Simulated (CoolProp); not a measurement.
Properties of sulfur hexafluoride along the isobar 16800 kPa.

The numbers come from the reference Helmholtz-energy equation of state, Guder 2009 in CoolProp.

```json
[
 {"T (K)": "290.5", "phase": "liquid", "conductivity (mW/(m K))": "70.6", "Prandtl number": "2.92"},
 {"T (K)": "316.3", "phase": "liquid", "conductivity (mW/(m K))": "65.4", "Prandtl number": "2.50"},
 {"T (K)": "342.1", "phase": "supercritical", "conductivity (mW/(m K))": "60.7", "Prandtl number": "2.17"},
 {"T (K)": "367.9", "phase": "supercritical", "conductivity (mW/(m K))": "56.6", "Prandtl number": "1.87"},
 {"T (K)": "393.7", "phase": "supercritical", "conductivity (mW/(m K))": "53.0", "Prandtl number": "1.60"},
 {"T (K)": "419.5", "phase": "supercritical", "conductivity (mW/(m K))": "50.0", "Prandtl number": "1.38"},
 {"T (K)": "445.3", "phase": "supercritical", "conductivity (mW/(m K))": "47.8", "Prandtl number": "1.21"},
 {"T (K)": "471.1", "phase": "supercritical", "conductivity (mW/(m K))": "46.2", "Prandtl number": "1.10"},
 {"T (K)": "496.8", "phase": "supercritical", "conductivity (mW/(m K))": "45.6", "Prandtl number": "1.02"}
]
```

Viscosity comes from a separate model (Quiñones-Cisneros 2012). Thermal conductivity comes from a separate model (Assael 2012).
